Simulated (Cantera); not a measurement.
A closed system holds: 1 mol SiH₄, 0.23 mol HCl, 9.6 mol H₂, equilibrated at 0.220 bar.

Equilibrium computed with Cantera from the NASA thermochemical tables; the gas is ideal and each condensed phase is pure. Candidate condensed phases: Si; 19 gas species. Rates play no part.

### Question
What share of the Si ends up in condensed phases as a function of T (°C), at 627, 677, 727, 777, 827, 877, 927, 977, 1027, 1077, 1127, 1177, 1227?

### Answer
```csv
T (°C),Si condensed (%),as
627,94.2,Si(s)
677,94.7,Si(s)
727,95.4,Si(s)
777,96.2,Si(s)
827,97.0,Si(s)
877,97.8,Si(s)
927,98.3,Si(s)
977,98.6,Si(s)
1027,98.8,Si(s)
1077,98.8,Si(s)
1127,98.8,Si(s)
1177,98.8,Si(s)
1227,98.8,Si(s)
```
